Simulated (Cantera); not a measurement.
What does this Cantera script print?

```python
import numpy as np
import cantera as ct

gas_names = [...]  # 114 gases of nasa_gas.yaml made of C, Fe, H, O
cond_names = """
    C(gr) C6H6(L) C7H8(L) C8H18(L),n-octa Fe(a) Fe(c) Fe(d) Fe(L) FeC5O5(L) FeO(s) FeO(L) Fe(OH)2(s)
    Fe(OH)3(s) Fe2O3(s) Fe3O4(s) H2O(s) H2O(L)
""".split()


# ... load() reads the species with a 1 bar reference pressure and builds the phases ...
atoms = {
    'Fe(CO)5': {'Fe': 1, 'C': 5, 'O': 5},
    'CO': {'C': 1, 'O': 1},
    'H2': {'H': 2},
}
top_T = {'C(gr)': 4500, 'Fe2O3(s)': 1830, 'Fe3O4(s)': 1870}  # K; cautious upper limits of use, not melting points


# ... equilibrate(T, P, feed) seeds the gas with the atoms and calls Mixture.equilibrate('TP', solver="vcs", rtol=1e-11, max_steps=5000) ...
results = []
feed = {'Fe(CO)5': 1, 'CO': 0.99, 'H2': 43}  # mol
T = 1525  # K
P = 430000  # Pa
mix = equilibrate(T, P, feed)
results.append((T, P, feed, dict(zip(mix.species_names, mix.species_moles))))
print(gas.report(threshold=0.001))
for i in range(1, mix.n_phases):
    print(f"{mix.phase(i).name:16s} {mix.phase_moles(i):12.5e} mol")
```

Output:

```
       temperature   1525 K
          pressure   4.3e+05 Pa
           density   0.17695 kg/m^3
  mean mol. weight   5.2178 kg/kmol
   phase of matter   gas

                          1 kg             1 kmol
                     ---------------   ---------------
          enthalpy        4.5107e+06        2.3536e+07  J
   internal energy        2.0807e+06        1.0857e+07  J
           entropy             34384        1.7941e+05  J/K
    Gibbs function       -4.7924e+07       -2.5006e+08  J
 heat capacity c_p            6316.3             32957  J/K
 heat capacity c_v            4722.8             24643  J/K

                      mass frac. Y      mole frac. X     chem. pot. / RT
                     ---------------   ---------------   ---------------
               CH4         0.0069682         0.0022663           -38.071
                CO           0.64655           0.12044            -36.19
                H2           0.33807           0.87501           -17.326
               H2O         0.0074578           0.00216           -50.098
     [ +110 minor]        0.00094633        0.00012374

C(gr)             0.00000e+00 mol
Fe(c)             9.99997e-01 mol
FeC5O5(L)         0.00000e+00 mol
FeO(s)            0.00000e+00 mol
Fe2O3(s)          0.00000e+00 mol
Fe3O4(s)          0.00000e+00 mol
```

These are equilibrium values from Cantera (NASA tables, ideal gas, pure condensed phases), not measurements of a reactor.
